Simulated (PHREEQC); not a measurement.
PHREEQC input (ion-association model, wateq4f.dat):

```
SOLUTION_SPECIES
  2 NO3- + 12 H+ + 10 e- = N2 + 6 H2O  # shut off: nitrate stays nitrate
    -log_k -100
    -delta_h 0
    -analytic -100
SOLUTION 1
  temp 20
  units mol/kgw
  pH 7 charge
  S(6) 0.0032
  Ag 0.0064
  N(5) 0.1
  Na 0.1
SOLUTION 2
  temp 20
  units mol/kgw
  pH 7 charge
  Cl 0.2
  Cd 0.002
  S(6) 0.015
  Na 0.03
  Ni 0.098
END
SELECTED_OUTPUT 1
  -reset false
  -pH true
  -pe true
  -ionic_strength true
  -water true
  -totals Ag Cd Cl N Na Ni S N(5) N(3) N(0)
    N(-3) S(-2) S(6)
  -molalities H+ Ag+ Cd+2 Cl- NO3- Na+ Ni+2 SO4-2 NH3 NaSO4-
    HSO4- H2S HS- S-2 O2 NH4+ NH4SO4- OH- CdCl+ CdCl2
    CdCl3- CdOH+ Cd(OH)2 Cd(OH)3- Cd(OH)4-2 Cd2OH+3 CdOHCl CdNO3+ CdSO4 CdHS+
    Cd(HS)2 Cd(HS)3- Cd(HS)4-2 NO2- NiCl+ NiOH+ Ni(OH)2 Ni(OH)3- NiSO4 AgCl
    AgCl2- AgCl3-2 AgCl4-3 AgHS Ag(HS)2- AgOH Ag(OH)2- AgSO4- AgNO3 Ag(NO2)2-
    Cd(SO4)2-2 NiCl2 Ni(SO4)2-2
  -equilibrium_phases Cd(OH)2 CdOHCl Ni(OH)2 Ni4(OH)6SO4 Cerargyrite Ag2O Ag2SO4 Halite Mirabilite Morenosite
PRINT
  -reset false
MIX 1
  1 1
  2 0
EQUILIBRIUM_PHASES 1
  Cd(OH)2 0 0
  CdOHCl 0 0
  Ni(OH)2 0 0
  Ni4(OH)6SO4 0 0
  Cerargyrite 0 0
  Ag2O 0 0
  Ag2SO4 0 0
  Halite 0 0
  Mirabilite 0 0
  Morenosite 0 0
  O2(g) -0.68 10
END
# ... the last block is repeated for the other 20 points of share of solution B
```

Selected output (columns that matter, 9 of 21 rows; share of solution B added in front):

```
share of solution B	pH	mu	Ag	Cd	Cl	N	Na	Ni	S	m_H+	m_Ag+	m_Cd+2	m_Cl-	Cerargyrite
0	6.9947	0.10828	0.0064	0	0	0.1	0.1	0	0.0032	1.2295e-07	0.0061123	0	0	0
0.1	6.25	0.12335	5.668e-07	0.0002	0.014241	0.09	0.093	0.0098	0.00438	6.8742e-07	1.3921e-08	0.00011969	0.014065	0.0057594
0.25	6.0682	0.15343	1.3115e-06	0.0005	0.045201	0.075	0.0825	0.0245	0.00615	1.0562e-06	4.6187e-09	0.00018843	0.043981	0.0047987
0.4	5.9812	0.1819	2.1373e-06	0.0008	0.076162	0.06	0.072	0.0392	0.00792	1.3012e-06	2.8593e-09	0.0002205	0.073079	0.0038379
0.5	5.9418	0.20006	2.7399e-06	0.001	0.096803	0.05	0.065	0.049	0.0091	1.4312e-06	2.3056e-09	0.00023352	0.092043	0.0031973
0.6	5.9107	0.21758	3.3898e-06	0.0012	0.11744	0.04	0.058	0.0588	0.01028	1.5439e-06	1.9435e-09	0.00024275	0.11067	0.0025566
0.75	5.8738	0.24273	4.4606e-06	0.0015	0.1484	0.025	0.0475	0.0735	0.01205	1.6896e-06	1.5855e-09	0.000252	0.13798	0.0015955
0.9	5.8447	0.26657	5.6534e-06	0.0018	0.17937	0.01	0.037	0.0882	0.01382	1.8146e-06	1.3482e-09	0.00025766	0.16456	0.00063435
1	5.8284	0.28175	0	0.002	0.2	0	0.03	0.098	0.015	1.8892e-06	0	0.00026007	0.18189	0
```
